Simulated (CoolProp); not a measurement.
A single-stage vapour-compression cycle with R236FA: evaporating at 265.15 K (dew point), condensing at 304.15 K (bubble point), superheat 5 K, subcooling 5 K, compressor efficiency 0.65, no pressure losses. Each further row changes one setting.

Values from CoolProp's reference Helmholtz-energy equation of state, Pan 2012.

```tsv
case	cooling COP	pressure ratio	discharge temperature (K)	refrigerating effect (kJ/kg)	volumetric capacity (kJ/m³)
as stated	3.82	4.32	315.4	125	674
evaporating temperature 270.15 K	___	3.48	314.2	___	850
condensing temperature 299.15 K	4.51	___	310.2	132	708
subcooling 10 K	4.00	4.32	315.4	132	708
superheat 15 K	3.89	4.32	___	133	___
compressor efficiency 0.55	3.23	4.32	322.0	125	674
```

Q: Fill in the missing entries.

A: 
- evaporating temperature 270.15 K, cooling COP: 4.58
- evaporating temperature 270.15 K, refrigerating effect (kJ/kg): 129
- condensing temperature 299.15 K, pressure ratio: 3.67
- superheat 15 K, discharge temperature (K): 325.8
- superheat 15 K, volumetric capacity (kJ/m³): 689
